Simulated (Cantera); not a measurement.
Feed: 1 mol SF₆, 1.2 mol H₂, 0.95 mol N₂, equilibrated at 465 Torr.

These are equilibrium values from Cantera (NASA tables, ideal gas, pure condensed phases), not measurements of a reactor. Candidate condensed phases: S; 35 gas species. The tables' values for SF₃, S₂F₂ (SSF₂), FS₂F (FSSF) are old estimates; treat these amounts as uncertain. Equilibrium is a limit: real reactors are often held back by kinetics, nucleation or transport. All values below are at 2375 K.

Base state: HF 0.394, F 0.292, N₂ 0.156, SF₂ 0.124, SF 0.0178, SF₃ 0.00759, S₂F₂ (SSF₂) 0.00367, S₂ 0.00237 (mole fractions); condensed: gas only.

Q: What changes in the equilibrium state with this change: H₂ from 1.2 to 4 mol?

A: 
```tsv
species	before	after
HF	0.394	0.707
N₂	0.156	0.112
H₂	1.29e-9	0.105
F	0.292	5.79e-5
SF₂	0.124	2.20e-8
SH	2.52e-7	0.0102
SF	0.0178	1.59e-5
S₂	0.00237	0.0480
SF₃	0.00759	<1e-9
H₂S	<1e-9	0.00454
S₂F₂ (SSF₂)	0.00367	2.93e-9
SF₄	0.000879	<1e-9
FS₂F (FSSF)	0.000190	<1e-9
```
